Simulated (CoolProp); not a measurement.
Vapour-liquid equilibrium of isohexane (1) + benzene (2) at 101 kPa; x and y are mole fractions of (1).

Computed with CoolProp (multi-fluid Helmholtz-energy mixture model, Lemmon 2006 and Thol 2012; pair parameters Bell 2016).

```json
[
 {"x": "0.05", "bubble temperature, mixture model (K)": "349.9", "bubble temperature, Raoult's law (K)": "351.8", "y, mixture model": "0.135", "y, Raoult's law": "0.087"},
 {"x": "0.2", "bubble temperature, mixture model (K)": "343.8", "bubble temperature, Raoult's law (K)": "348.2", "y, mixture model": "0.380", "y, Raoult's law": "0.314"},
 {"x": "0.35", "bubble temperature, mixture model (K)": "340.4", "bubble temperature, Raoult's law (K)": "344.9", "y, mixture model": "0.524", "y, Raoult's law": "0.499"},
 {"x": "0.5", "bubble temperature, mixture model (K)": "338.0", "bubble temperature, Raoult's law (K)": "341.8", "y, mixture model": "0.636", "y, Raoult's law": "0.652"},
 {"x": "0.65", "bubble temperature, mixture model (K)": "336.2", "bubble temperature, Raoult's law (K)": "339.0", "y, mixture model": "0.739", "y, Raoult's law": "0.778"},
 {"x": "0.8", "bubble temperature, mixture model (K)": "334.8", "bubble temperature, Raoult's law (K)": "336.4", "y, mixture model": "0.846", "y, Raoult's law": "0.884"},
 {"x": "0.95", "bubble temperature, mixture model (K)": "333.6", "bubble temperature, Raoult's law (K)": "334.0", "y, mixture model": "0.960", "y, Raoult's law": "0.973"}
]
```

The largest gap from Raoult's law is -4.5 K in bubble temperature, at x = 0.35. No azeotrope shows between x = 0.05 and 0.95.

Pair parameters are fitted to limited data, so mixtures are less certain than the pure fluids.
